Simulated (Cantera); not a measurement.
An isothermal, constant-pressure homogeneous reactor starts with H2 : O2 = 0.37 : 1 (molar parts), equivalence ratio 0.18, at 1175 K and 20.0 Torr.

Cantera simulation using the H2/O2 subset of GRI-Mech 3.0, which has no nitrogen chemistry; the numbers are that mechanism's predictions, not measurements. Radical loss at walls, strong at low pressure, is not modelled. The temperature is held fixed by assumption; the heat of reaction is taken as removed at once.

One state of this run: x H2 = 1.92e-7; x O2 = 0.688; x HO2 = 2.11e-8; x O = 8.27e-7; x H2O = 0.312; x H = 3.57e-9; x H2O2 = 6.72e-9. x: mole fraction; the columns are a selection and need not sum to one.

Question: Which value of t (s) does it belong to?
A) 1.66
B) 1.00e-6
C) 0.000118
D) 8.15

Answer: A, 1.66
